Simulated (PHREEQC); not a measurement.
Consider water at 50 °C with 0.033 mol/kgw KOH, 0.00013 mol/kgw Na2SiO3 and 0.01 mol/kgw Na2CO3. Closed to the air; pH follows from the charge balance.

Model: ion-association model, phreeqc.dat, run in PHREEQC.

Each row changes one thing in this solution. No solid was allowed to form.

```tsv
case	pH	ionic strength (mol/kgw)	Na+ (mol/kgw)	CO3-2 (mol/kgw)	NaCO3- (mol/kgw)	HCO3- (mol/kgw)	SI of Quartz (SiO2)
as made	11.68	0.0570	0.0172	0.00681	0.00308	0.000114	-2.61
KOH from 0.033 to 0.0363 mol/kgw	11.72	0.0604	0.0172	0.00685	0.00305	0.000103	-2.66
Na2CO3 from 0.01 to 0.005 mol/kgw	11.69	0.0462	0.00925	0.00392	0.00101	6.73e-5	-2.61
0.0052 mol/kgw HF added	11.61	0.0570	0.0172	0.00680	0.00307	0.000134	-2.53
temperature from 50 to 25 °C	12.42	0.0605	0.0189	0.00860	0.00136	3.83e-5	-2.71
diluted 10-fold with water	10.76	0.00604	0.00196	0.000779	6.51e-5	0.000156	-2.57
```

Constants without temperature data keep their 25 °C values here. SiF6-2 is the database's only silicon fluoride.
